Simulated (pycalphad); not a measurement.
Computed with pycalphad from the COST 507 light-alloy database (1999), at 1 atm. The database dates from 1999; later assessments differ in places, in temperatures and in the compounds included. The system is extrapolated from its subsystems; higher-order compounds may be missing. Phase fractions are per mole of atoms. Diffusion is slow at the low end, where real alloys seldom reach equilibrium.

**Question.** Give the equilibrium state of Ti-0.3405Si-3.237V (wt.%) at 975 K.

**Answer.** hcp, fraction 0.831, with 0.22 Si, 1.3 V wt.%; bcc, fraction 0.169, with 0.92 Si, 12.9 V wt.%.

**Question.** Give the equilibrium state of Ti-0.3405Si-3.237V (wt.%) at 750 K.

**Answer.** hcp, fraction 0.956, with 0.20 Si, 1.3 V wt.%; bcc, fraction 0.034, with 0.25 Si, 56.9 V wt.%; SITI3, fraction 0.010, with 16.4 Si, no V wt.%.

Database names, with the compositions (at.%) that they take in these runs: SITI3: Ti 75 Si 25. An entry "none" or "no" means that the model of the phase leaves that element out.
